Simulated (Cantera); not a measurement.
# Thermodynamics of carbon deposition, reforming and gasification, feed C2H2 + CO2 + N2

Charge: 1 mol C2H2, 5.6 mol CO2, 5.1 mol N2, held at 0.550 bar.

Method: chemical equilibrium by Gibbs-energy minimisation in Cantera with the NASA 1993 tables (ideal gas, pure condensed phases). Candidate condensed phases: C, C6H6, C7H8, C8H18, H2O; 136 gas species. Rates play no part.

From 2098 K to 2998 K nothing is condensed. The main C-bearing gas is CO throughout.

| T (K) | x CO | x N2 | x CO2 | x H2O | x H | x O | x O2 | x OH | x H2 |
|---|---|---|---|---|---|---|---|---|---|
| 2098 | 0.346 | 0.372 | 0.208 | 0.0543 | 0.000561 | 4.32e-6 | 5.46e-6 | 0.000198 | 0.0183 |
| 2198 | 0.347 | 0.372 | 0.207 | 0.0548 | 0.000991 | 1.72e-5 | 2.29e-5 | 0.000434 | 0.0174 |
| 2298 | 0.348 | 0.372 | 0.206 | 0.0550 | 0.00166 | 6.07e-5 | 8.41e-5 | 0.000887 | 0.0166 |
| 2398 | 0.349 | 0.371 | 0.204 | 0.0548 | 0.00267 | 0.000192 | 0.000275 | 0.00170 | 0.0158 |
| 2498 | 0.350 | 0.370 | 0.201 | 0.0539 | 0.00413 | 0.000547 | 0.000798 | 0.00304 | 0.0151 |
| 2598 | 0.354 | 0.368 | 0.196 | 0.0521 | 0.00619 | 0.00141 | 0.00205 | 0.00511 | 0.0146 |
| 2698 | 0.359 | 0.364 | 0.185 | 0.0490 | 0.00904 | 0.00327 | 0.00458 | 0.00801 | 0.0141 |
| 2798 | 0.369 | 0.358 | 0.169 | 0.0446 | 0.0129 | 0.00678 | 0.00870 | 0.0116 | 0.0139 |
| 2898 | 0.381 | 0.351 | 0.148 | 0.0388 | 0.0181 | 0.0126 | 0.0140 | 0.0155 | 0.0139 |
| 2998 | 0.393 | 0.342 | 0.124 | 0.0322 | 0.0249 | 0.0212 | 0.0195 | 0.0192 | 0.0138 |
x: gas mole fraction; nothing condenses.
